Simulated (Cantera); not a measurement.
Thermodynamics of chlorosilane synthesis and conversion, feed SiCl4 + Cl2 + H2 + HCl

Feed: 1 mol SiCl4, 0.67 mol Cl2, 14 mol H2, 1.9 mol HCl, equilibrated at 1175 °C and 0.100 bar.

Method: chemical equilibrium by Gibbs-energy minimisation in Cantera with the NASA 1993 tables (ideal gas, pure condensed phases). Candidate condensed phases: Si; 19 gas species. The tables' values for SiCl3 are old estimates; treat these amounts as uncertain. Rates play no part.

The x(H2) comes out as 0.695, the x(HCl) is 0.251 and the x(SiCl2) is 0.0297. The x(SiCl4) comes out as 0.0123, the x(SiCl3) comes out as 0.00996 and the x(SiHCl3) is 0.00291. The x(SiH2Cl2) is 0.000107. The x(H) is 2.43e-5 and the x(Cl) comes out as 7.14e-6. The gas amount is 18.20 mol. The log10 activity of Si(s) (absent) is -0.97.
